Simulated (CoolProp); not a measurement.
Vapour-liquid equilibrium of R152A (1) + isobutene (2) at 340.5 K; x and y are mole fractions of (1).

The numbers come from the multi-fluid Helmholtz-energy mixture model, Outcalt 1996 and Lemmon 2005; pair parameters Bell 2016 in CoolProp.

| x | bubble pressure (kPa) | y at the bubble point | dew pressure at overall composition x (kPa) | liquid density (mol/L) |
|---|---|---|---|---|
| 0.05 | 1037 | 0.127 | 968.1 | 9.491 |
| 0.125 | 1179 | 0.264 | 1035 | 9.566 |
| 0.2 | 1297 | 0.362 | 1110 | 9.647 |
| 0.275 | 1395 | 0.439 | 1192 | 9.737 |
| 0.35 | 1479 | 0.504 | 1281 | 9.839 |
| 0.425 | 1551 | 0.560 | 1377 | 9.956 |
| 0.5 | 1612 | 0.612 | 1475 | 10.09 |
| 0.575 | 1665 | 0.663 | 1569 | 10.25 |
| 0.65 | 1709 | 0.713 | 1652 | 10.43 |
| 0.725 | 1744 | 0.765 | 1718 | 10.64 |
| 0.8 | 1769 | 0.820 | 1761 | 10.89 |
| 0.875 | 1784 | 0.880 | 1783 | 11.17 |
| 0.95 | 1786 | 0.949 | 1785 | 11.49 |

y crosses x between x = 0.875 and 0.95: the model has an azeotrope there.

The pair parameters rest on a limited set of measurements; away from them the model extrapolates.
